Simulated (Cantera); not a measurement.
**Equilibrium for fluorocarbon and chlorocarbon gases: CHF3 + H2**

Input: 1 mol CHF3, 0.043 mol H2, at 750 Torr.

Cantera equilibrium calculation (NASA polynomials, part measured and part estimated; ideal gas, pure solids and liquids). Candidate condensed phases: C, C6H6, C7H8, C8H18; 95 gas species. The tables' values for C2F4 are old estimates; treat these amounts as uncertain. Gases not in the tables: C2F6 and larger saturated fluorocarbons. Equilibrium is a limit: real reactors are often held back by kinetics, nucleation or transport.

From 1550 K to 2750 K the condensed part is C(graphite). The main C-bearing gas is CF4 at 1550 K and CF2 at 2750 K.

```tsv
T (K)	x HF	x CF4	x CF2	x F	x CF3	n C(graphite)
1550	0.694	0.306	4.86e-5	3.33e-6	2.32e-5	0.521
1700	0.694	0.306	0.000327	2.91e-5	0.000109	0.521
1850	0.693	0.304	0.00160	0.000179	0.000397	0.520
2000	0.691	0.300	0.00611	0.000836	0.00118	0.517
2150	0.685	0.289	0.0190	0.00313	0.00294	0.506
2300	0.671	0.264	0.0492	0.00974	0.00620	0.483
2450	0.642	0.215	0.106	0.0256	0.0109	0.437
2600	0.596	0.143	0.187	0.0567	0.0150	0.367
2750	0.543	0.0703	0.258	0.106	0.0154	0.298
```
x: gas mole fraction; n: condensed amount in mol.
